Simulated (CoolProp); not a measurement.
n-nonane along the isobar 2.12 MPa: Z from the reference equation and from simpler models built on Tc = 594.5 K, pc = 2.282 MPa, ω = 0.443; each cubic takes its own stable root.

Computed with CoolProp (reference Helmholtz-energy equation of state, Lemmon 2006). It is a short technical equation, of lower accuracy than the large ones.

```json
[
 {"T (K)": "250.1", "phase": "liquid", "reference": "0.1736", "van der Waals": "0.3204", "Redlich-Kwong": "0.2162", "Soave-Redlich-Kwong": "0.2101", "Peng-Robinson": "0.1875"},
 {"T (K)": "293.5", "phase": "liquid", "reference": "0.1549", "van der Waals": "0.2825", "Redlich-Kwong": "0.1915", "Soave-Redlich-Kwong": "0.1845", "Peng-Robinson": "0.1643"},
 {"T (K)": "336.9", "phase": "liquid", "reference": "0.1416", "van der Waals": "0.2558", "Redlich-Kwong": "0.1746", "Soave-Redlich-Kwong": "0.1667", "Peng-Robinson": "0.1482"},
 {"T (K)": "380.3", "phase": "liquid", "reference": "0.1322", "van der Waals": "0.2369", "Redlich-Kwong": "0.1633", "Soave-Redlich-Kwong": "0.1546", "Peng-Robinson": "0.1371"},
 {"T (K)": "423.8", "phase": "liquid", "reference": "0.1258", "van der Waals": "0.2240", "Redlich-Kwong": "0.1565", "Soave-Redlich-Kwong": "0.1469", "Peng-Robinson": "0.1301"},
 {"T (K)": "467.2", "phase": "liquid", "reference": "0.1223", "van der Waals": "0.2166", "Redlich-Kwong": "0.1541", "Soave-Redlich-Kwong": "0.1438", "Peng-Robinson": "0.1271"},
 {"T (K)": "510.6", "phase": "liquid", "reference": "0.1221", "van der Waals": "0.2158", "Redlich-Kwong": "0.1575", "Soave-Redlich-Kwong": "0.1464", "Peng-Robinson": "0.1293"},
 {"T (K)": "554.1", "phase": "liquid", "reference": "0.1283", "van der Waals": "0.2275", "Redlich-Kwong": "0.1726", "Soave-Redlich-Kwong": "0.1608", "Peng-Robinson": "0.1426"}
]
```
